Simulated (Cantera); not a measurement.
Thermodynamics of fluorocarbon and chlorocarbon gases, feed CH₂F₂ + CH₄ + H₂

A closed system holds: 1 mol CH₂F₂, 0.018 mol CH₄, 19 mol H₂, equilibrated at 1.40 Pa.

Equilibrium computed with Cantera from the NASA thermochemical tables; the gas is ideal and each condensed phase is pure. Candidate condensed phases: C, C₆H₆, C₇H₈, C₈H₁₈; 95 gas species. Kinetics and transport are ignored.

From 1425 °C to 2025 °C the condensed part is C(graphite). From 2175 °C to 2925 °C nothing is condensed. The main C-bearing gas is C₂H₂ (acetylene) at 1425 °C and C at 2925 °C.

```csv
T (°C),x H,x H₂,x HF,x F,x C,x C₃,n C(graphite)
1425,0.0361,0.871,0.0934,3.75e-7,1.01e-9,2.99e-10,1.02
1575,0.126,0.785,0.0891,3.00e-6,6.27e-8,3.41e-8,1.01
1725,0.329,0.591,0.0794,1.81e-5,2.08e-6,1.88e-6,0.995
1875,0.622,0.312,0.0654,9.39e-5,4.23e-5,5.86e-5,0.972
2025,0.836,0.107,0.0546,0.000505,0.000578,0.00115,0.819
2175,0.908,0.0292,0.0479,0.00272,0.00425,0.00634,0
2325,0.926,0.00828,0.0376,0.0112,0.0122,0.00337,0
2475,0.928,0.00261,0.0203,0.0271,0.0209,0.000582,0
2625,0.929,0.000926,0.00763,0.0391,0.0232,3.88e-5,0
2775,0.929,0.000363,0.00255,0.0440,0.0235,2.63e-6,0
2925,0.930,0.000155,0.000876,0.0456,0.0236,2.22e-7,0
```
x: gas mole fraction; n: condensed amount in mol.
